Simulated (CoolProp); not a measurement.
Properties of CH2F2 (R32) along the isotherm 201 K (Tc = 351.3 K, pc = 5783 kPa, ω = 0.277).

The numbers come from the reference Helmholtz-energy equation of state, Tillner-Roth 1997 in CoolProp.

| p (kPa) | phase | cv (kJ/(kg K)) | viscosity (µPa s) |
|---|---|---|---|
| 3210 | liquid | 0.9569 | 420 |
| 6430 | liquid | 0.9578 | 430 |
| 9640 | liquid | 0.9588 | 441 |
| 12900 | liquid | 0.9597 | 451 |
| 16100 | liquid | 0.9607 | 462 |
| 19300 | liquid | 0.9617 | 473 |
| 22500 | liquid | 0.9626 | 483 |
| 25700 | liquid | 0.9636 | 494 |
| 28900 | liquid | 0.9645 | 505 |

Viscosity comes from a separate model (Bell 2016), an estimate that may be off by 10 % or more.
